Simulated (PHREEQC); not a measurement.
A column of 0.5 m (40 cells, dispersivity 0.025 m, 3600 s a shift, diffusion coefficient 3e-10 m²/s) holds 0.14 eq of the database's cation exchanger X per kg of pore water, first in equilibrium with 18 mmol/kgw CdCl2, 0.43 mmol/kgw KCl and 0.01 mmol/kgw HCl. It is flushed with 0.0081 mol LiCl, 0.047 mol SrCl2 and 1e-05 mol HCl per kg of water, at 15 °C. Values are for the last cell. The system is closed to CO2. Precipitation was switched off in this run.

The series has 34 steps of pore volumes, from 0 to 4.963.

The numbers come from PHREEQC with the ion-association model, phreeqc.dat.

After how many pore volumes does Sr at the outlet first reach half of its feed value?

By 2.6 pore volumes.

After how many pore volumes does Li at the outlet first reach half of its feed value?

By 1.4 pore volumes; it later peaks at 0.00906 mol/kgw, above the feed's 0.00810.
